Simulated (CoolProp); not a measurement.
n-perfluorohexane along the isobar 5.86 bar: density (kg/m³) from the reference equation and from simpler models built on Tc = 448.0 K, pc = 17.42 bar, ω = 0.497; each cubic takes its own stable root.

The numbers come from the reference Helmholtz-energy equation of state, Gao 2022 in CoolProp.

| T (K) | phase | reference |
|---|---|---|
| 377 | liquid | 1413 |
| 382.2 | liquid | 1390 |
| 387.4 | liquid | 1366 |
| 392.6 | liquid | 1341 |
| 397.9 | gas | 76.77 |
| 403.1 | gas | 74.51 |
| 408.3 | gas | 72.46 |
| 413.5 | gas | 70.59 |
| 418.7 | gas | 68.86 |
| 423.9 | gas | 67.27 |
| 429.1 | gas | 65.78 |
| 434.4 | gas | 64.37 |
| 439.6 | gas | 63.06 |
| 444.8 | gas | 61.84 |
| 450 | gas | 60.68 |

Q: How far does each simpler model (van der Waals, Redlich-Kwong, Soave-Redlich-Kwong, Peng-Robinson) lie from the reference over these 15 states: mean and median of the absolute difference, and the worst?

A: 
- van der Waals: mean 28.5 %, median 5.4 %, worst -94.6 % at 392.6 K and 5.86 bar
- Redlich-Kwong: mean 26.6 %, median 2.5 %, worst -94.4 % at 392.6 K and 5.86 bar
- Soave-Redlich-Kwong: mean 5.1 %, median 0.8 %, worst -18.1 % at 392.6 K and 5.86 bar
- Peng-Robinson: mean 2.2 %, median 0.9 %, worst -7.1 % at 392.6 K and 5.86 bar

At some of these states van der Waals, Redlich-Kwong gives the other phase, because its saturation line lies elsewhere.
